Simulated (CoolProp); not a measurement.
Vapour-liquid equilibrium of benzene (1) + n-nonane (2) at 0.0332 MPa; x and y are mole fractions of (1).

Model: multi-fluid Helmholtz-energy mixture model, Thol 2012 and Lemmon 2006; pair parameters Bell 2016, in CoolProp.

**Question.** Give the bubble temperature and the first vapour's composition at x = 0.2, 0.35, 0.95. Is there an azeotrope?

**Answer.** x = 0.2: 76.1 °C, y = 0.792; x = 0.35: 65.8 °C, y = 0.886; x = 0.95: 48.9 °C, y = 0.993. No azeotrope shows between x = 0.05 and 0.95.

Pair parameters are fitted to limited data, so mixtures are less certain than the pure fluids.
